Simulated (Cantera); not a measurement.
A closed system holds: 1 mol PbO, 4.3 mol N₂, at 0.100 bar.

Equilibrium computed with Cantera from the NASA thermochemical tables; the gas is ideal and each condensed phase is pure. Candidate condensed phases: Pb, PbO, PbO₂, Pb₃O₄; 12 gas species. Gases not in the tables: (PbO)n polymers. Equilibrium is a limit: real reactors are often held back by kinetics, nucleation or transport.

Task: Which condensed phases are stable at each of these points (T (K)): 475, 575, 675, 775, 875, 975, 1075, 1175, 1275?

Result: 
```csv
T (K),condensed phases,Pb condensed (%)
475,PbO(red),100.0
575,PbO(red),100.0
675,PbO(red),100.0
775,PbO(yellow),100.0
875,PbO(yellow),100.0
975,PbO(yellow),100.0
1075,PbO(yellow),100.0
1175,PbO(l),99.8
1275,PbO(l),98.5
```

From 475 K to 675 K the condensed part is PbO(red). From 775 K to 1075 K the condensed part is PbO(yellow). From 1175 K to 1275 K the condensed part is PbO(l).
